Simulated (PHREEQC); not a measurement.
Consider water at 3 °C with 3.3 mmol/kgw SrCl2, 0.041 mmol/kgw NaHCO3 and 0.00132 mmol/kgw H4SiO4. Closed to the air; pH follows from the charge balance.

Model: ion-association model, wateq4f.dat, run in PHREEQC.

Precipitation was switched off in this run.

Question: Estimate the pH.

Answer: pH 8.25.

Question: In which forms is C present?

Answer: HCO3- 96 %, CO2 1.7 %, SrHCO3+ 1.6 %, CO3-2 0.6 % of the C.

Away from 25 °C the constants follow the database's enthalpies or fits; those with neither stay at their 25 °C values.
